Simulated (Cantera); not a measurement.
A diamond (100) surface in a fixed gas of H2 with x(CH4) = 0.012, x(H) = 0.00099, x(CH3) = 0.00011, 0.0385 atm; coverages are run to steady state.

Model: the Harris–Goodwin 1993 mechanism for the reconstructed diamond (100) surface, integrated in Cantera.

One state of this run: growth (µm/h) = 0.256; θ c6HH = 0.411; θ c6H* = 0.0531; θ c6*H = 0.504; θ c6** = 0.0317; θ c6HM = 3.54e-5. θ: site fractions in the mechanism's names (c6HH fully hydrogenated, c6H* and c6*H radical sites, c6** diradical, c6HM methylated).

### Question
Which value of T (K) does it belong to?
A. 1125
B. 1375
C. 925
D. 1225

### Answer
B, 1375
